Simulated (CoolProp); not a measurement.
Vapour-liquid equilibrium of n-hexane (1) + benzene (2) at 151.85 °C; x and y are mole fractions of (1).

Model: multi-fluid Helmholtz-energy mixture model, Thol 2019 and Thol 2012; pair parameters Bell 2016, in CoolProp.

```json
[
 {"x": "0.05", "bubble pressure (MPa)": "0.6287", "y at the bubble point": "0.080", "dew pressure at overall composition x (MPa)": "(withheld)", "liquid density (mol/L)": "9.072"},
 {"x": "0.2", "bubble pressure (MPa)": "(withheld)", "y at the bubble point": "0.269", "dew pressure at overall composition x (MPa)": "0.6646", "liquid density (mol/L)": "8.424"},
 {"x": "0.35", "bubble pressure (MPa)": "0.7240", "y at the bubble point": "(withheld)", "dew pressure at overall composition x (MPa)": "0.7072", "liquid density (mol/L)": "7.849"},
 {"x": "0.5", "bubble pressure (MPa)": "(withheld)", "y at the bubble point": "(withheld)", "dew pressure at overall composition x (MPa)": "0.7424", "liquid density (mol/L)": "7.339"},
 {"x": "0.65", "bubble pressure (MPa)": "0.7695", "y at the bubble point": "0.675", "dew pressure at overall composition x (MPa)": "(withheld)", "liquid density (mol/L)": "6.886"},
 {"x": "0.8", "bubble pressure (MPa)": "0.7795", "y at the bubble point": "0.807", "dew pressure at overall composition x (MPa)": "(withheld)", "liquid density (mol/L)": "6.483"},
 {"x": "0.95", "bubble pressure (MPa)": "0.7818", "y at the bubble point": "0.950", "dew pressure at overall composition x (MPa)": "0.7818", "liquid density (mol/L)": "6.122"}
]
```

Some entries are withheld; supply them.


- 0.05, dew pressure at overall composition x (MPa): 0.6196
- 0.2, bubble pressure (MPa): 0.6848
- 0.35, y at the bubble point: 0.416
- 0.5, bubble pressure (MPa): 0.7513
- 0.5, y at the bubble point: 0.547
- 0.65, dew pressure at overall composition x (MPa): 0.7666
- 0.8, dew pressure at overall composition x (MPa): 0.7791

y crosses x between x = 0.8 and 0.95: the model has an azeotrope there.

Pair parameters are fitted to limited data, so mixtures are less certain than the pure fluids.
